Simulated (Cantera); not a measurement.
An isothermal, constant-pressure homogeneous reactor starts with H2 : O2 : N2 = 1.1 : 1 : 1.7 (molar parts), equivalence ratio 0.55, at 875 K and 100.0 Torr.

Detailed kinetics in Cantera: GRI-Mech 3.0 (53 species, 325 reactions). Radical loss at walls, strong at low pressure, is not modelled. Below about 950 K walls govern HO2 and H2O2 in real vessels. The temperature is held fixed by assumption; the heat of reaction is taken as removed at once.

x: mole fraction; the columns are a selection and need not sum to one.

```json
[
 {"t (s)": "6.00e-5", "x H2": "0.289", "x O2": "0.263", "x O": "<1e-12", "x NO2": "<1e-12", "x NO": "<1e-12", "x H2O": "2.82e-12"},
 {"t (s)": "0.000168", "x H2": "0.289", "x O2": "0.263", "x O": "4.94e-12", "x NO2": "<1e-12", "x NO": "<1e-12", "x H2O": "3.43e-11"},
 {"t (s)": "0.000471", "x H2": "0.289", "x O2": "0.263", "x O": "6.55e-11", "x NO2": "<1e-12", "x NO": "<1e-12", "x H2O": "8.20e-10"},
 {"t (s)": "0.00132", "x H2": "0.289", "x O2": "0.263", "x O": "…", "x NO2": "<1e-12", "x NO": "<1e-12", "x H2O": "4.97e-7"},
 {"t (s)": "0.00369", "x H2": "0.0690", "x O2": "0.168", "x O": "…", "x NO2": "1.10e-10", "x NO": "1.27e-7", "x H2O": "0.256"},
 {"t (s)": "0.0103", "x H2": "0.0394", "x O2": "0.155", "x O": "…", "x NO2": "1.45e-8", "x NO": "1.18e-7", "x H2O": "0.292"},
 {"t (s)": "0.0290", "x H2": "0.0390", "x O2": "0.155", "x O": "…", "x NO2": "1.10e-7", "x NO": "2.18e-8", "x H2O": "0.293"},
 {"t (s)": "0.0812", "x H2": "0.0389", "x O2": "0.155", "x O": "…", "x NO2": "1.10e-7", "x NO": "2.19e-8", "x H2O": "0.293"},
 {"t (s)": "0.227", "x H2": "0.0386", "x O2": "0.155", "x O": "…", "x NO2": "1.05e-7", "x NO": "2.73e-8", "x H2O": "0.293"},
 {"t (s)": "0.637", "x H2": "0.0369", "x O2": "0.154", "x O": "…", "x NO2": "9.42e-8", "x NO": "3.81e-8", "x H2O": "0.295"},
 {"t (s)": "1.78", "x H2": "0.0292", "x O2": "0.151", "x O": "…", "x NO2": "9.24e-8", "x NO": "4.05e-8", "x H2O": "0.304"},
 {"t (s)": "5.00", "x H2": "0.0140", "x O2": "0.144", "x O": "…", "x NO2": "1.03e-7", "x NO": "3.12e-8", "x H2O": "0.322"}
]
```

Q: What belongs in the gaps?

A: 
- 0.00132, x O: 3.51e-8
- 0.00369, x O: 0.000528
- 0.0103, x O: 5.57e-6
- 0.0290, x O: 4.32e-8
- 0.0812, x O: 4.93e-8
- 0.227, x O: 7.73e-8
- 0.637, x O: 1.60e-7
- 1.78, x O: 2.09e-7
- 5.00, x O: 1.80e-7
